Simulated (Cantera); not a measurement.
Input (Python, Cantera) and output of one run.

```python
import numpy as np
import cantera as ct

gas_names = """
    B BH BH2 BH3 B2 H H2
""".split()
cond_names = """
    B(b) B(L)
""".split()


# ... load() reads the species with a 1 bar reference pressure and builds the phases ...
atoms = {
    'B2H6': {'B': 2, 'H': 6},
    'H2': {'H': 2},
}
top_T = {}  # K; cautious upper limits of use, not melting points


# ... equilibrate(T, P, feed) seeds the gas with the atoms and calls Mixture.equilibrate('TP', solver="vcs", rtol=1e-11, max_steps=5000) ...
results = []
feed = {'B2H6': 1, 'H2': 9.4}  # mol
P = 26000  # Pa
for T in [1725, 1775, 1825, 1875, 1925, 1975, 2025, 2075, 2125, 2175]:
    mix = equilibrate(T, P, feed)
    results.append((T, P, feed, dict(zip(mix.species_names, mix.species_moles))))
    x = sorted(zip(gas.X, gas.species_names), reverse=True)
    print(f"T = {T:g} K  P = {P:g} Pa  gas = {mix.phase_moles(0):.4g} mol")
    print("   x: " + "  ".join(f"{s} {v:.3e}" for v, s in x if v > 1e-05))
    print("   condensed (mol): " + ("  ".join(f"{mix.phase(i).name} {mix.phase_moles(i):.4g}"
          for i in range(1, mix.n_phases) if mix.phase_moles(i) > 1e-12) or "none"))
```

Result:

```
T = 1725 K  P = 26000 Pa  gas = 12.4 mol
   x: H2 9.996e-01  H 3.642e-04  BH2 7.441e-05
   condensed (mol): B(b) 1.999
T = 1775 K  P = 26000 Pa  gas = 12.4 mol
   x: H2 9.993e-01  H 5.674e-04  BH2 1.085e-04
   condensed (mol): B(b) 1.999
T = 1825 K  P = 26000 Pa  gas = 12.41 mol
   x: H2 9.990e-01  H 8.632e-04  BH2 1.550e-04  BH3 1.107e-05
   condensed (mol): B(b) 1.998
T = 1875 K  P = 26000 Pa  gas = 12.41 mol
   x: H2 9.985e-01  H 1.285e-03  BH2 2.170e-04  BH3 1.289e-05
   condensed (mol): B(b) 1.997
T = 1925 K  P = 26000 Pa  gas = 12.41 mol
   x: H2 9.978e-01  H 1.873e-03  BH2 2.984e-04  BH3 1.488e-05
   condensed (mol): B(b) 1.996
T = 1975 K  P = 26000 Pa  gas = 12.42 mol
   x: H2 9.969e-01  H 2.679e-03  BH2 4.034e-04  BH3 1.704e-05
   condensed (mol): B(b) 1.995
T = 2025 K  P = 26000 Pa  gas = 12.42 mol
   x: H2 9.957e-01  H 3.766e-03  BH2 5.370e-04  BH3 1.936e-05
   condensed (mol): B(b) 1.993
T = 2075 K  P = 26000 Pa  gas = 12.43 mol
   x: H2 9.941e-01  H 5.208e-03  BH2 7.043e-04  BH3 2.184e-05
   condensed (mol): B(b) 1.991
T = 2125 K  P = 26000 Pa  gas = 12.44 mol
   x: H2 9.920e-01  H 7.093e-03  BH2 9.112e-04  BH3 2.446e-05
   condensed (mol): B(b) 1.988
T = 2175 K  P = 26000 Pa  gas = 12.46 mol
   x: H2 9.893e-01  H 9.522e-03  BH2 1.164e-03  BH3 2.722e-05
   condensed (mol): B(b) 1.985
```

Method: chemical equilibrium by Gibbs-energy minimisation in Cantera with the NASA 1993 tables (ideal gas, pure condensed phases). The feed counts by its element totals alone. The tables' values for BH2 are old estimates; treat these amounts as uncertain. Gases not in the tables: B2H6 and higher boranes.
